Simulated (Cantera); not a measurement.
Cantera run:

```python
import numpy as np
import cantera as ct

gas_names = [...]  # 95 gases of nasa_gas.yaml made of C, F, H
cond_names = """
    C(gr) C6H6(L) C7H8(L) C8H18(L),n-octa
""".split()


# ... load() reads the species with a 1 bar reference pressure and builds the phases ...
atoms = {
    'CHF3': {'C': 1, 'H': 1, 'F': 3},
    'CH4': {'C': 1, 'H': 4},
    'H2': {'H': 2},
}
top_T = {'C(gr)': 4500}  # K; cautious upper limits of use, not melting points


# ... equilibrate(T, P, feed) seeds the gas with the atoms and calls Mixture.equilibrate('TP', solver="vcs", rtol=1e-11, max_steps=5000) ...
results = []
T = 2650  # K
P = 10000  # Pa
for m in [0.21, 0.29, 0.4, 0.54, 0.73, 1, 1.4, 1.8]:
    feed = {'CHF3': 1, 'CH4': m, 'H2': 0.35}  # mol
    mix = equilibrate(T, P, feed)
    results.append((T, P, feed, dict(zip(mix.species_names, mix.species_moles))))

top = {s: max(r[3][s] / sum(r[3][g] for g in gas_names) for r in results) for s in gas_names}
cols = sorted((s for s in top if top[s] > 1e-06), key=lambda s: -top[s])[:9]
seen = [c for c in cond_names if any(r[3].get(c, 0) > 1e-12 for r in results)]
print("log10 of partial pressures in bar; condensed amounts in mol")
print(f"{'n(CH4)':>10s}" + "".join(f"{s[:9]:>10s}" for s in cols + seen))
for T, P, feed, n in results:
    ng = sum(n[g] for g in gas_names)
    print(f"{feed['CH4']:10.4g}" + "".join(f"{np.log10(max(n[s] / ng * P / 1e5, 1e-99)):10.3f}" for s in cols)
          + "".join(f"{n.get(c, 0):10.4g}" for c in seen))
```

Output:

```
log10 of partial pressures in bar; condensed amounts in mol
    n(CH4)        HF        H2         H         F       CF2 C2H2,acet        CF       CF3       CF4     C(gr)
      0.21    -1.058    -5.702    -4.180    -2.057    -2.488    -7.409    -3.354    -4.531    -4.568     1.101
      0.29    -1.020    -4.852    -3.755    -2.443    -3.262    -6.559    -3.741    -5.691    -6.114     1.268
       0.4    -1.029    -2.471    -2.565    -3.642    -5.660    -4.178    -4.940    -9.288   -10.910     1.394
      0.54    -1.069    -2.009    -2.334    -3.914    -6.202    -3.717    -5.211   -10.102   -11.995     1.525
      0.73    -1.118    -1.764    -2.211    -4.085    -6.545    -3.471    -5.383   -10.616   -12.681     1.701
         1    -1.179    -1.591    -2.125    -4.232    -6.839    -3.299    -5.530   -11.057   -13.268     1.952
       1.4    -1.255    -1.458    -2.058    -4.375    -7.125    -3.165    -5.672   -11.485   -13.840     2.322
       1.8    -1.319    -1.381    -2.020    -4.478    -7.330    -3.088    -5.775   -11.794   -14.251     2.693
```

Equilibrium computed with Cantera from the NASA thermochemical tables; the gas is ideal and each condensed phase is pure.
